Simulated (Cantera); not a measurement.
A closed system holds: 1 mol B2H6, 0.15 mol O2, 0.33 mol H2, held at 10.0 mbar.

Method: chemical equilibrium by Gibbs-energy minimisation in Cantera with the NASA 1993 tables (ideal gas, pure condensed phases). Candidate condensed phases: B, B2O3, B3O3H3, H2O; 23 gas species. The feed counts by its element totals alone. The numbers say what is thermodynamically allowed, not how fast it happens.

Over these rows the condensed part is B(s). Partial pressures as log10 of bar:

```json
[
 {"T (K)": "1598", "1000/T (1/K)": "0.6258", "log p B2O3": "-4.70", "log p H2": "-2.03", "log p HBO": "-3.31", "log p B2O2": "-3.83"},
 {"T (K)": "1748", "1000/T (1/K)": "0.5721", "log p B2O3": "-5.18", "log p H2": "-2.03", "log p HBO": "-3.27", "log p B2O2": "-3.88"},
 {"T (K)": "1898", "1000/T (1/K)": "0.5269", "log p B2O3": "-5.66", "log p H2": "-2.04", "log p HBO": "-3.25", "log p B2O2": "-3.97"},
 {"T (K)": "2048", "1000/T (1/K)": "0.4883", "log p B2O3": "?", "log p H2": "-2.05", "log p HBO": "-3.29", "log p B2O2": "-4.12"},
 {"T (K)": "2198", "1000/T (1/K)": "0.4550", "log p B2O3": "-6.81", "log p H2": "-2.06", "log p HBO": "-3.37", "log p B2O2": "-4.37"},
 {"T (K)": "2348", "1000/T (1/K)": "0.4259", "log p B2O3": "-7.55", "log p H2": "-2.09", "log p HBO": "-3.53", "log p B2O2": "-4.72"}
]
```

Fit log p(B2O3) = a + b·(1000/T) to the five rows, give the apparent enthalpy, and predict the row at 2048 K.

Means: 1000/T = 0.5211, log p = -5.980. Sxy = 0.380999, Sxx = 0.0270290, so b = 14.10 and a = -5.980 − (14.10)×0.5211 = -13.33.
Apparent enthalpy: −19.145 × (14.10) = -270 kJ/mol. With the condensed phases at unit activity, 3/2 B2O2(g) = B2O3(g) + B(s) links this pressure to the main gases: over the six rows their terms move log p by -1.33 in all, so the slope isn't that reaction's ΔH° alone. The five rows lie within 0.24 of the line; that is curvature, so one enthalpy describes this range poorly.
Prediction at 2048 K: -13.33 + (14.10)×0.4883 = -6.44. The computed value is -6.19, 0.25 from the line.
